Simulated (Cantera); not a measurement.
A freely propagating, adiabatic, planar premixed flame of CH₄ : CO : O₂ : N₂ = 1 : 0.63 : 1.54 : 5.8 (molar parts), equivalence ratio 1.5, unburnt at 475 K and 10.0 bar; multicomponent transport, grid criteria slope 0.08 and curve 0.16, no radiation.

Cantera simulation using GRI-Mech 3.0 (53 species, 325 reactions); the numbers are that mechanism's predictions, not measurements. Burning velocities carry a grid error of a few per cent, more on coarse grids.

### Question
Predict: laminar burning velocity; thermal thickness; peak x(H₂); peak x(CH₃); peak x(O).

### Answer
| Property | Result |
|---|---|
| laminar burning velocity | 16.0 cm/s |
| thermal thickness | 0.153 mm |
| peak x(H₂) | 0.0562 |
| peak x(CH₃) | 0.00125 |
| peak x(O) | 2.35e-5 |
